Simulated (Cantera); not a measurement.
Charge: 1 mol Ti, 1.2 mol CH4, 11 mol H2, equilibrated at 1850 °C and 230 Pa.

Cantera equilibrium calculation (NASA polynomials, part measured and part estimated; ideal gas, pure solids and liquids). Candidate condensed phases: C, C6H6, C7H8, C8H18, Ti, TiC; 77 gas species. TiC: taken at fixed stoichiometry. Equilibrium is a limit: real reactors are often held back by kinetics, nucleation or transport.

Base state: H2 0.926, H 0.0720, C2H2 (acetylene) 0.00153 (mole fractions); condensed: C(graphite) + TiC(s).

Task: What changes in the equilibrium state with this change: 0.7 mol CO2 added?

Result: 
```json
[
 {"species": "H2", "before": "0.926", "after": "0.847"},
 {"species": "CO", "before": "0", "after": "0.0777"},
 {"species": "H", "before": "0.0720", "after": "0.0689"},
 {"species": "Ti", "before": "3.12e-6", "after": "0.00410"},
 {"species": "TiO", "before": "0", "after": "0.00186"},
 {"species": "C2H2 (acetylene)", "before": "0.00153", "after": "<1e-9"},
 {"species": "H2O", "before": "0", "after": "1.47e-5"},
 {"species": "C(graphite), mol", "before": "0.157", "after": "0"},
 {"species": "TiC(s), mol", "before": "1.000", "after": "0.719"},
 {"species": "TiO(l), mol", "before": "0", "after": "0.190"}
]
```
Mutual solubility and eutectic melting of coexisting phases are not modelled. TiC, TiO: taken at fixed stoichiometry. Condensed phases not in the tables: solid solutions among these carbides, nitrides and lower oxides. Further candidate phases: H2O, TiO, TiO2, Ti2O3, Ti3O5, Ti4O7.
